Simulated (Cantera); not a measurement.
Low-pressure radical oxidation in H2/O2

An isothermal, constant-pressure homogeneous reactor starts with 5.82 % H2, 17.1 % O2, 77.1 % N2, equivalence ratio 0.17, at 975 K and 1200 Pa.

Detailed kinetics in Cantera: the H2/O2 subset of GRI-Mech 3.0, which has no nitrogen chemistry. Radical loss at walls, strong at low pressure, is not modelled. The temperature is held fixed by assumption; the heat of reaction is taken as removed at once.

```json
[
 {"t (s)": "0.000100", "x H2": "0.0582", "x O2": "0.171", "x H2O2": "<1e-12", "x O": "<1e-12", "x H": "4.17e-12", "x H2O": "<1e-12"},
 {"t (s)": "0.000242", "x H2": "0.0582", "x O2": "0.171", "x H2O2": "<1e-12", "x O": "1.08e-12", "x H": "1.00e-11", "x H2O": "<1e-12"},
 {"t (s)": "0.000585", "x H2": "0.0582", "x O2": "0.171", "x H2O2": "<1e-12", "x O": "5.55e-12", "x H": "2.60e-11", "x H2O": "6.41e-12"},
 {"t (s)": "0.00141", "x H2": "0.0582", "x O2": "0.171", "x H2O2": "<1e-12", "x O": "3.07e-11", "x H": "9.31e-11", "x H2O": "6.38e-11"},
 {"t (s)": "0.00342", "x H2": "0.0582", "x O2": "0.171", "x H2O2": "<1e-12", "x O": "3.45e-10", "x H": "9.01e-10", "x H2O": "1.11e-9"},
 {"t (s)": "0.00827", "x H2": "0.0582", "x O2": "0.171", "x H2O2": "1.55e-12", "x O": "5.54e-8", "x H": "1.42e-7", "x H2O": "2.00e-7"},
 {"t (s)": "0.0200", "x H2": "0.0375", "x O2": "0.162", "x H2O2": "4.86e-8", "x O": "0.00335", "x H": "0.0108", "x H2O": "0.0148"},
 {"t (s)": "0.0484", "x H2": "0.00217", "x O2": "0.145", "x H2O2": "3.44e-8", "x O": "0.00724", "x H": "0.0140", "x H2O": "0.0494"},
 {"t (s)": "0.117", "x H2": "0.000766", "x O2": "0.146", "x H2O2": "4.97e-8", "x O": "0.00238", "x H": "0.00259", "x H2O": "0.0574"},
 {"t (s)": "0.283", "x H2": "0.000120", "x O2": "0.146", "x H2O2": "5.65e-8", "x O": "0.000358", "x H": "0.000137", "x H2O": "0.0597"},
 {"t (s)": "0.684", "x H2": "1.42e-5", "x O2": "0.146", "x H2O2": "3.74e-8", "x O": "4.16e-5", "x H": "5.23e-6", "x H2O": "0.0599"},
 {"t (s)": "1.65", "x H2": "2.07e-6", "x O2": "0.146", "x H2O2": "1.75e-8", "x O": "6.52e-6", "x H": "3.25e-7", "x H2O": "0.0599"},
 {"t (s)": "4.00", "x H2": "4.11e-7", "x O2": "0.146", "x H2O2": "7.60e-9", "x O": "1.44e-6", "x H": "3.39e-8", "x H2O": "0.0600"}
]
```
x: mole fraction; the columns are a selection and need not sum to one.

Equilibrium at this temperature and pressure: H2 5.86e-11, O2 0.146, H2O2 5.10e-12, O 2.54e-10, H <1e-12, H2O 0.0600 (gas phase only).
